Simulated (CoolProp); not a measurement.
Saturation properties of octamethyltrisiloxane (MDM) (Tc = 565.4 K, pc = 1.438 MPa, ω = 0.528).

Values from CoolProp's reference Helmholtz-energy equation of state, Thol 2017.

| T (K) | p (MPa) | liquid density (kg/m³) | enthalpy of vaporisation (kJ/kg) | vapour Z |
|---|---|---|---|---|
| 294.2 | 0.0003838 | 819.2 | 205.9 | [?] |
| 329.1 | [?] | 783.7 | 192.2 | 0.9947 |
| 364 | 0.01411 | 746.8 | 178.5 | [?] |
| 399 | 0.04757 | [?] | 164.2 | 0.9569 |
| 433.9 | 0.1252 | [?] | 148.7 | 0.9135 |
| 468.8 | 0.2764 | 616.2 | 131.0 | 0.8469 |
| 503.7 | 0.5377 | 557.7 | 109.1 | 0.7486 |
| 538.7 | 0.9580 | 475.5 | 77.16 | 0.5924 |

Fill in the missing entries.


- 294.2, vapour Z: 0.9990
- 329.1, p (MPa): 0.002979
- 364, vapour Z: 0.9825
- 399, liquid density (kg/m³): 707.4
- 433.9, liquid density (kg/m³): 664.6

It boils at 425.6 K under 1 atm.
